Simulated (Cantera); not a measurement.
**Ni + NH₃ + H₂ (metals in furnace atmospheres)**

Charge: 1 mol Ni, 0.63 mol NH₃, 70 mol H₂, held at 13.3 mbar.

Equilibrium computed with Cantera from the NASA thermochemical tables; the gas is ideal and each condensed phase is pure. Candidate condensed phases: Ni; 10 gas species. Rates play no part.

```csv
T (K),x H₂,x N₂,x H,x Ni,x NH₃,n Ni(s),n Ni(l)
600,0.996,0.00440,<1e-12,<1e-12,3.66e-5,1.00,0
700,0.996,0.00442,<1e-12,<1e-12,8.25e-6,1.00,0
800,0.996,0.00442,2.50e-11,<1e-12,2.63e-6,1.00,0
900,0.996,0.00442,1.01e-9,<1e-12,1.07e-6,1.00,0
1000,0.996,0.00442,1.96e-8,<1e-12,5.13e-7,1.00,0
1100,0.996,0.00442,2.23e-7,1.70e-11,2.80e-7,1.00,0
1200,0.996,0.00442,1.71e-6,8.10e-10,1.68e-7,1.00,0
1300,0.996,0.00442,9.56e-6,2.12e-8,1.09e-7,1.000,0
1400,0.996,0.00442,4.20e-5,3.46e-7,7.53e-8,1.000,0
1500,0.995,0.00442,0.000152,3.86e-6,5.45e-8,1.000,0
1600,0.995,0.00442,0.000470,3.17e-5,4.11e-8,0.998,0
1700,0.994,0.00442,0.00127,0.000202,3.20e-8,0.986,0
1800,0.992,0.00441,0.00309,0.000992,2.55e-8,0,0.929
```
x: gas mole fraction; n: condensed amount in mol.

From 600 K to 1700 K the condensed part is Ni(s). At 1800 K the condensed part is Ni(l).
